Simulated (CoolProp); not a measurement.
C2F6 (R116) at 408.78 K and 0.428 MPa flows at 0.07 m/s in a round tube of 10 mm bore and 45 µm roughness, fully developed (64/Re and Nu = 3.66 if laminar; Colebrook and Gnielinski if turbulent). Each further row changes one setting.

Values from CoolProp's reference Helmholtz-energy equation of state, Lemmon 2006. It is a short technical equation, of lower accuracy than the large ones.

| case | Reynolds number | Darcy friction factor | pressure drop (Pa/m) | heat-transfer coefficient (W/(m² K)) | mass flow (kg/h) |
|---|---|---|---|---|---|
| as stated | 644 | 0.0994 | 0.429 | 8.61 | 0.349 |
| velocity 0.14 m/s | 1290 | 0.0497 | 0.858 | 8.61 | 0.698 |
| diameter 20 mm | 1290 | 0.0497 | 0.107 | 4.31 | 1.40 |

Viscosity comes from a separate model (Huber 2003), an estimate that may be off by 10 % or more. Thermal conductivity comes from a separate model (Huber 2003), an estimate that may be off by 10 % or more.
